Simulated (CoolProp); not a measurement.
Cyclopropane at several states: Z from the reference equation and from simpler models built on Tc = 125.5 °C, pc = 5.605 MPa, ω = 0.131; each cubic takes its own stable root.

Model: reference Helmholtz-energy equation of state, Polt 1992, in CoolProp. This equation is an older, rougher fit; its heat capacities, sound speeds and derivatives of the liquid may be far off and weren't checked against measurements.

| T (°C) | p (MPa) | phase | reference |
|---|---|---|---|
| 170.35 | 0.259 | gas | 0.9884 |
| 164.05 | 5.05 | gas | 0.7281 |
| 8.05 | 1.95 | liquid | 0.05423 |
| 124.05 | 3.53 | gas | 0.7324 |
| 26.75 | 9.94 | liquid | 0.2642 |
| 71.95 | 17 | liquid | 0.4257 |

Problem. How far does each simpler model (van der Waals, Redlich-Kwong, Soave-Redlich-Kwong, Peng-Robinson) lie from the reference over these 6 states: mean and median of the absolute difference, and the worst?

Solution. 
- van der Waals: mean 27.3 %, median 25.5 %, worst +59.0 % at 8.05 °C and 1.95 MPa
- Redlich-Kwong: mean 4.9 %, median 4.9 %, worst +9.8 % at 8.05 °C and 1.95 MPa
- Soave-Redlich-Kwong: mean 4.2 %, median 4.3 %, worst +8.1 % at 8.05 °C and 1.95 MPa
- Peng-Robinson: mean 3.0 %, median 3.3 %, worst -4.5 % at 26.75 °C and 9.94 MPa
